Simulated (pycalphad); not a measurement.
Computed with pycalphad from the COST 507 light-alloy database (1999), at 1 atm. These are 1990s assessments: newer ones move some temperatures and phases. The system is extrapolated from its subsystems; higher-order compounds may be missing. Amounts are mole fractions of atoms.

Give the equilibrium state of Al-0.2Si-0.11Sn (at.%) at 575 K.

fcc, fraction 0.998, with 0.06 Si, 0.01 Sn at.%; diamond (Si), fraction 0.001, with >99.99 Si, <0.01 Sn at.%; liquid, fraction 0.001, with <0.01 Si, 95.4 Sn at.%.

Give the equilibrium state of Al-0.2Si-0.11Sn (at.%) at 725 K.

fcc, fraction 1.000, with 0.20 Si, 0.09 Sn at.%; liquid, fraction 0.000, with 0.02 Si, 81.9 Sn at.%.
